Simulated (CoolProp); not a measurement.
Aqueous ammonia as a coolant, at 0 °C, 1 atm.

Values from CoolProp's Melinder's fits for secondary coolants.

| mass % | freezing point (°C) | conductivity (W/(m K)) | viscosity (mPa s) | Prandtl number | cp (kJ/(kg K)) |
|---|---|---|---|---|---|
| 3 | -3.5 | 0.536 | 1.94 | 15.2 | 4.214 |
| 6.8 | -8.6 | 0.515 | 1.95 | 15.9 | 4.215 |
| 10.7 | -14.8 | 0.493 | 2.00 | 17.2 | 4.219 |
| 14.5 | -22.2 | 0.471 | 2.12 | 19.0 | 4.224 |
| 18.3 | -31.5 | 0.452 | 2.22 | 20.8 | 4.229 |
| 22.1 | -43.6 | 0.436 | 2.26 | 21.9 | 4.235 |
| 25.9 | -59.8 | 0.424 | 2.23 | 22.3 | 4.243 |
| 29.7 | -82.0 | 0.413 | 2.28 | 23.5 | 4.253 |
